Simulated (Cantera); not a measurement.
What does this Cantera script print?

```python
import numpy as np
import cantera as ct

gas_names = """
    CL CLO CL2 Fe FeCL FeCL2 FeCL3 FeO Fe(OH)2 Fe2CL4 Fe2CL6 H HCL HOCL HO2 H2 H2O H2O2 O OH O2 O3
""".split()
cond_names = """
    Fe(a) Fe(c) Fe(d) Fe(L) FeCL2(s) FeCL2(L) FeCL3(s) FeCL3(L) FeO(s) FeO(L) Fe(OH)2(s) Fe(OH)3(s)
    Fe2O3(s) Fe3O4(s) H2O(s) H2O(L)
""".split()


# ... load() reads the species with a 1 bar reference pressure and builds the phases ...
atoms = {
    'Fe3O4': {'Fe': 3, 'O': 4},
    'Cl2': {'CL': 2},
    'H2': {'H': 2},
}
top_T = {'Fe2O3(s)': 1830, 'Fe3O4(s)': 1870}  # K; cautious upper limits of use, not melting points


# ... equilibrate(T, P, feed) seeds the gas with the atoms and calls Mixture.equilibrate('TP', solver="vcs", rtol=1e-11, max_steps=5000) ...
results = []
feed = {'Fe3O4': 1, 'Cl2': 0.078, 'H2': 0.55}  # mol
P = 13332.2  # Pa
for T in [1350, 1375, 1400, 1425, 1450, 1475, 1500, 1525, 1550, 1575, 1600, 1625, 1650, 1675]:
    mix = equilibrate(T, P, feed)
    results.append((T, P, feed, dict(zip(mix.species_names, mix.species_moles))))

top = {s: max(r[3][s] / sum(r[3][g] for g in gas_names) for r in results) for s in gas_names}
cols = sorted((s for s in top if top[s] > 1e-05), key=lambda s: -top[s])[:7]
seen = [c for c in cond_names if any(r[3].get(c, 0) > 1e-12 for r in results)]
print("log10 of partial pressures in bar; condensed amounts in mol")
print(f"{'T/K':>10s}" + "".join(f"{s[:9]:>10s}" for s in cols + seen))
for T, P, feed, n in results:
    ng = sum(n[g] for g in gas_names)
    print(f"{T:10.4g}" + "".join(f"{np.log10(max(n[s] / ng * P / 1e5, 1e-99)):10.3f}" for s in cols)
          + "".join(f"{n.get(c, 0):10.4g}" for c in seen))
```

Output:

```
log10 of partial pressures in bar; condensed amounts in mol
       T/K       H2O       HCL     FeCL2        H2        CL        OH   Fe(OH)2    FeO(s)    FeO(L)  Fe3O4(s)
      1350    -1.003    -1.528    -2.763    -2.577    -5.942    -7.127    -6.506      1.37         0    0.5405
      1375    -1.002    -1.532    -2.733    -2.600    -5.779    -6.912    -6.378     1.372         0    0.5398
      1400    -1.001    -1.535    -2.704    -2.623    -5.621    -6.704    -6.255     1.373         0    0.5392
      1425    -1.000    -1.539    -2.678    -2.645    -5.470    -6.504    -6.136     1.374         0    0.5387
      1450    -0.999    -1.543    -2.653    -2.666    -5.323    -6.310    -6.022     1.375         0    0.5382
      1475    -0.998    -1.547    -2.629    -2.686    -5.182    -6.123    -5.912     1.376         0    0.5377
      1500    -0.997    -1.550    -2.607    -2.706    -5.045    -5.943    -5.805     1.377         0    0.5372
      1525    -0.996    -1.554    -2.586    -2.725    -4.913    -5.768    -5.702     1.377         0    0.5368
      1550    -0.995    -1.558    -2.566    -2.744    -4.786    -5.598    -5.603     1.378         0    0.5364
      1575    -0.994    -1.562    -2.547    -2.762    -4.662    -5.434    -5.506     1.378         0    0.5361
      1600    -0.994    -1.566    -2.530    -2.780    -4.542    -5.275    -5.413     1.379         0    0.5357
      1625    -0.993    -1.570    -2.513    -2.798    -4.426    -5.121    -5.323     1.379         0    0.5354
      1650    -0.992    -1.573    -2.498    -2.814    -4.314    -4.972    -5.236         0      1.38    0.5351
      1675    -0.991    -1.575    -2.491    -2.865    -4.186    -4.809    -5.162         0     1.382    0.5342
```

Method: chemical equilibrium by Gibbs-energy minimisation in Cantera with the NASA 1993 tables (ideal gas, pure condensed phases). Mutual solubility and eutectic melting of coexisting phases are not modelled. The tables' stoichiometric FeO is somewhat more stable than real wüstite, so its field is too wide. FeO: taken at fixed stoichiometry.
